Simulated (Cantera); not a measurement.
A perfectly stirred reactor is fed with CO : H₂ : O₂ : N₂ : H₂O = 1 : 0.066 : 0.381 : 1.43 : 0.3 (molar parts), equivalence ratio 1.4, at 1.00 bar; it is adiabatic with a 425 K inlet, and is followed from long to short residence time, starting on the burning branch (τ in s: 0.082, 0.034, 0.014, 0.0056, 0.0023, 0.00092, 0.00038, 0.00015, 6.2e-05, 2.5e-05, 1e-05, 4.2e-06).

Detailed kinetics in Cantera: GRI-Mech 3.0 (53 species, 325 reactions).

x: mole fraction; the columns are a selection and need not sum to one.

```csv
τ (s),T (K),x CO,x H₂,x O₂,x N₂O,x O,x OH,x NO
0.082,2245,0.104,0.00908,0.00184,3.97e-8,0.000322,0.00287,0.000551
0.034,2220,0.107,0.00940,0.00306,4.60e-8,0.000557,0.00368,0.000435
0.014,2178,0.110,0.00995,___,___,___,___,___
0.0056,2112,0.115,0.0108,0.00832,6.00e-8,0.00181,0.00588,0.000163
0.0023,2025,0.122,0.0120,0.0124,6.47e-8,0.00306,0.00688,9.27e-5
0.00092,1912,0.129,0.0134,0.0172,6.67e-8,0.00490,0.00747,6.11e-5
0.00038,1779,0.137,0.0145,0.0226,6.65e-8,0.00712,0.00735,4.53e-5
0.00015,1606,0.151,0.0142,0.0310,6.78e-8,0.00929,0.00613,2.76e-5
6.2e-5,425,0.315,0.0208,0.120,<1e-12,<1e-12,<1e-12,<1e-12
2.5e-5,425,0.315,0.0208,0.120,<1e-12,<1e-12,<1e-12,<1e-12
1.0e-5,425,0.315,0.0208,0.120,<1e-12,<1e-12,<1e-12,<1e-12
4.2e-6,425,0.315,0.0208,0.120,<1e-12,<1e-12,<1e-12,<1e-12
```

Task: Fill in the missing entries.

Result: 
- 0.014, x O₂: 0.00513
- 0.014, x N₂O: 5.31e-8
- 0.014, x O: 0.00100
- 0.014, x OH: 0.00471
- 0.014, x NO: 0.000289
